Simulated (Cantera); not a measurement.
An adiabatic, constant-pressure homogeneous reactor starts with CO : H2 : CH4 : O2 : N2 : H2O = 1 : 0.032 : 0.098 : 0.375 : 1.41 : 0.41 (molar parts), equivalence ratio 1.9, at 1473 K and 320000 Pa. Integrator tolerance rtol = 1e-08.

Cantera simulation using GRI-Mech 3.0 (53 species, 325 reactions); the numbers are that mechanism's predictions, not measurements.

Problem. What does this change do: initial temperature 1473 to 1800 K?

Solution. 
```csv
quantity,before,after
time of steepest temperature rise,0.142 ms,22.3 µs
temperature at 2.00 s,2688 K,2841 K
equilibrium temperature,2688 K,2841 K
x(CO) at 2.00 s,0.190 (gas-phase equilibrium 0.190),0.199 (gas-phase equilibrium 0.199)
x(H2) at 2.00 s,0.0300 (gas-phase equilibrium 0.0300),0.0308 (gas-phase equilibrium 0.0308)
x(CH4) at 2.00 s,<1e-12 (gas-phase equilibrium <1e-12),<1e-12 (gas-phase equilibrium <1e-12)
x(O2) at 2.00 s,0.00183 (gas-phase equilibrium 0.00183),0.00526 (gas-phase equilibrium 0.00526)
x(NO) at 2.00 s,0.00219 (gas-phase equilibrium 0.00219),0.00460 (gas-phase equilibrium 0.00460)
x(CH3) at 2.00 s,1.44e-12 (gas-phase equilibrium 1.70e-12),1.66e-12 (gas-phase equilibrium 2.03e-12)
x(HO2) at 2.00 s,1.10e-6 (gas-phase equilibrium 1.10e-6),3.28e-6 (gas-phase equilibrium 3.28e-6)
```

Problem. What does this change do: pressure from 320000 Pa to 1800000 Pa?

Solution. 
```
quantity                                                              before                                      after
---------------------------------  -----------------------------------------  -----------------------------------------
time of steepest temperature rise                                   0.142 ms                                    45.9 µs
temperature at 2.00 s                                                 2688 K                                     2750 K
equilibrium temperature                                               2688 K                                     2750 K
x(CO) at 2.00 s                          0.190 (gas-phase equilibrium 0.190)        0.188 (gas-phase equilibrium 0.188)
x(H2) at 2.00 s                        0.0300 (gas-phase equilibrium 0.0300)      0.0291 (gas-phase equilibrium 0.0291)
x(CH4) at 2.00 s                       <1e-12 (gas-phase equilibrium <1e-12)  1.12e-11 (gas-phase equilibrium 1.27e-11)
x(O2) at 2.00 s                      0.00183 (gas-phase equilibrium 0.00183)  0.000608 (gas-phase equilibrium 0.000608)
x(NO) at 2.00 s                      0.00219 (gas-phase equilibrium 0.00219)    0.00139 (gas-phase equilibrium 0.00139)
x(CH3) at 2.00 s                   1.44e-12 (gas-phase equilibrium 1.70e-12)  1.79e-11 (gas-phase equilibrium 2.03e-11)
x(HO2) at 2.00 s                     1.10e-6 (gas-phase equilibrium 1.10e-6)    8.62e-7 (gas-phase equilibrium 8.62e-7)
```
The pressure lies above the range GRI-Mech 3.0 was tuned for (to about 10 atm).
